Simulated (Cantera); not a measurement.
Mixture: 45.0 % H₂, 11.6 % O₂, 43.5 % N₂, equivalence ratio 1.9, at 710000 Pa, adiabatic and at constant pressure. Ignition delay is the time to a rise of 400 K.

Cantera simulation using the H2/O2 subset of GRI-Mech 3.0, which has no nitrogen chemistry; the numbers are that mechanism's predictions, not measurements. The hydrogen kinetics of GRI-Mech 3.0 are dated; newer H2 mechanisms differ, most at raised pressure. Below about 950 K walls govern HO2 and H2O2 in real vessels.

### Question
At T0 = 1450 K, what is the delay, and which 7 reactions control it most (d ln τ / d ln k, from doubling and halving each rate constant)?

### Answer
The delay is 2.62 µs.
```json
[
 {"reaction": "H + O2 <=> O + OH", "d ln τ / d ln k": "-0.86", "faster rate": "shortens it"},
 {"reaction": "H2 + O <=> H + OH", "d ln τ / d ln k": "-0.11", "faster rate": "shortens it"},
 {"reaction": "H + O2 + M <=> HO2 + M", "d ln τ / d ln k": "0.09", "faster rate": "lengthens it"},
 {"reaction": "H2 + OH <=> H + H2O", "d ln τ / d ln k": "-0.06", "faster rate": "shortens it"},
 {"reaction": "H + HO2 <=> H2 + O2", "d ln τ / d ln k": "-0.05", "faster rate": "shortens it"},
 {"reaction": "H + O2 + N2 <=> HO2 + N2", "d ln τ / d ln k": "0.05", "faster rate": "lengthens it"},
 {"reaction": "H + HO2 <=> 2 OH", "d ln τ / d ln k": "-0.03", "faster rate": "shortens it"}
]
```
